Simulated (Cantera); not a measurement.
Input (Python, Cantera):

```python
import numpy as np
import cantera as ct

gas = ct.Solution("gri30.yaml")
gas.TPX = 1125, 500000, {'CO': 0.0011, 'O2': 0.0054, 'H2O': 0.005, 'N2': 1}
reactor = ct.IdealGasConstPressureReactor(gas, energy="off", clone=False)
net = ct.ReactorNet([reactor])
net.rtol, net.atol = 1e-08, 1e-18
show = ['CO', 'O2', 'H2O', 'H', 'OH']
times = np.geomspace(0.0001, 100, 10)

steps = ct.SolutionArray(gas, extra=["t"])
rows = []
print(f"{'t/s':>10s}{'T/K':>9s}{'P/Pa':>11s}" + "".join(f"{s:>11s}" for s in show))
for t in times:
    while net.time < t:
        t_next = net.step()
        steps.append(gas.state, t=t_next)
    rows.append([np.interp(t, steps.t, y) for y in (steps.T, steps.P, *steps(*show).X.T)])
    print(f"{t:10.3e}{rows[-1][0]:9.1f}{rows[-1][1]:11.4g}" + "".join(f"{x:11.3e}" for x in rows[-1][2:]))
rate = np.gradient(steps.T, steps.t)
print("integrator steps:", len(steps.t))
if steps.T.max() > steps.T[0] + 200:
    print(f"time of steepest temperature rise: {steps.t[rate.argmax()]:.4e} s")
gas.TPX = 1125, 500000, {'CO': 0.0011, 'O2': 0.0054, 'H2O': 0.005, 'N2': 1}
gas.equilibrate("TP")
print(f"equilibrium (TP): T = {gas.T:.1f} K  " + "  ".join(f"{s} {gas[s].X[0]:.3e}" for s in show))
```

Output:

```
       t/s      T/K       P/Pa         CO         O2        H2O          H         OH
 1.000e-04   1125.0      5e+05  1.087e-03  5.339e-03  4.943e-03  8.597e-13  7.023e-12
 4.642e-04   1125.0      5e+05  1.087e-03  5.339e-03  4.943e-03  8.467e-12  6.013e-11
 2.154e-03   1125.0      5e+05  1.087e-03  5.339e-03  4.943e-03  6.356e-11  4.273e-10
 1.000e-02   1125.0      5e+05  1.086e-03  5.337e-03  4.943e-03  8.568e-09  5.815e-08
 4.642e-02   1125.0      5e+05  9.303e-04  5.261e-03  4.938e-03  3.711e-08  2.964e-07
 2.154e-01   1125.0      5e+05  4.683e-04  5.031e-03  4.941e-03  1.722e-08  2.456e-07
 1.000e+00   1125.0      5e+05  6.312e-05  4.829e-03  4.945e-03  1.562e-09  1.334e-07
 4.642e+00   1125.0      5e+05  3.913e-07  4.798e-03  4.946e-03  9.245e-12  9.914e-08
 2.154e+01   1125.0      5e+05  1.924e-11  4.797e-03  4.946e-03  1.893e-13  6.183e-08
 1.000e+02   1125.0      5e+05  1.875e-11  4.797e-03  4.946e-03  1.761e-13  5.855e-08
integrator steps: 1320
equilibrium (TP): T = 1125.0 K  CO 1.877e-11  O2 4.788e-03  H2O 4.946e-03  H 1.762e-13  OH 5.852e-08
```

Model: GRI-Mech 3.0 (53 species, 325 reactions), integrated in Cantera.
